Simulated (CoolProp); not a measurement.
Computed with CoolProp (reference Helmholtz-energy equation of state, Lemmon 2003). It is a pseudo-pure fit of the blend.

Question: For R507A, give the phase and the Z, speed of sound (m/s), Joule-Thomson coefficient (K/MPa), isothermal compressibility (1/MPa) at 430 K and 44.8 bar.

Answer: 
- 430 K and 44.8 bar: supercritical; Z 0.798, speed of sound 169, Joule-Thomson coefficient 5.80, isothermal compressibility 0.279
